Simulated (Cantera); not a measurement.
Charge: 1 mol SiH4, 0.28 mol H2O, 18 mol H2, at 1623.15 K and 100 Torr.

Cantera equilibrium calculation (NASA polynomials, part measured and part estimated; ideal gas, pure solids and liquids). Candidate condensed phases: H2O, Si, SiO2; 18 gas species. Kinetics and transport are ignored.

Base state: H2 0.986, SiO 0.0136, H 0.000188 (mole fractions); condensed: Si(s).

What changes in the equilibrium state with this change: temperature from 1623.15 K to 1175 K?


```tsv
species	before	after
H2	0.986	1.000
SiO	0.0136	1.93e-6
H	0.000188	3.36e-7
Si(s), mol	0.720	0.860
SiO2(β-quartz), mol	0	0.140
```
Mutual solubility and eutectic melting of coexisting phases are not modelled. The tables hold silica as quartz up to 1696 K and as liquid above; real silica turns to tridymite and cristobalite and melts near 1996 K.

What changes in the equilibrium state with this change: SiH4 replaced by SiF4?


```tsv
species	before	after
H2	0.986	0.919
SiF4	0	0.0384
HF	0	0.0353
SiO	0.0136	0.000787
SiF3	0	0.00420
SiHF3	0	0.00111
SiF2	0	0.000214
SiH2F2	0	1.43e-5
Si(s), mol	0.720	0
SiO2(β-quartz), mol	0	0.128
```
The tables' values for SiF3, SiF2 are old estimates; treat these amounts as uncertain. The tables hold silica as quartz up to 1696 K and as liquid above; real silica turns to tridymite and cristobalite and melts near 1996 K.
